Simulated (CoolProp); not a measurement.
Propylene glycol along the isobar 101 kPa: fugacity coefficient from the reference equation and from simpler models built on Tc = 400.8 °C, pc = 7292 kPa, ω = 0.327; each cubic takes its own stable root.

The numbers come from the reference Helmholtz-energy equation of state, Eisenbach 2021 in CoolProp.

```tsv
T (°C)	phase	reference
100.45	liquid	0.03016
113.05	liquid	0.05635
125.65	liquid	0.1003
138.25	liquid	0.1708
150.85	liquid	0.2796
163.45	liquid	0.4415
176.05	liquid	0.6747
188.65	gas	0.9804
201.25	gas	0.9823
213.85	gas	0.9840
226.45	gas	0.9855
239.05	gas	0.9868
251.65	gas	0.9880
264.25	gas	0.9890
276.85	gas	0.9900
289.45	gas	0.9908
```

Q: How far does each simpler model (van der Waals, Redlich-Kwong, Soave-Redlich-Kwong, Peng-Robinson) lie from the reference over these 16 states: mean and median of the absolute difference, and the worst?

A: 
- van der Waals: mean 412.6 %, median 0.9 %, worst +3162.9 % at 100.45 °C and 101 kPa
- Redlich-Kwong: mean 320.9 %, median 0.6 %, worst +1899.3 % at 100.45 °C and 101 kPa
- Soave-Redlich-Kwong: mean 127.0 %, median 0.4 %, worst +521.4 % at 100.45 °C and 101 kPa
- Peng-Robinson: mean 131.5 %, median 0.3 %, worst +551.9 % at 100.45 °C and 101 kPa

At some of these states van der Waals, Redlich-Kwong, Soave-Redlich-Kwong, Peng-Robinson gives the other phase, because its saturation line lies elsewhere.
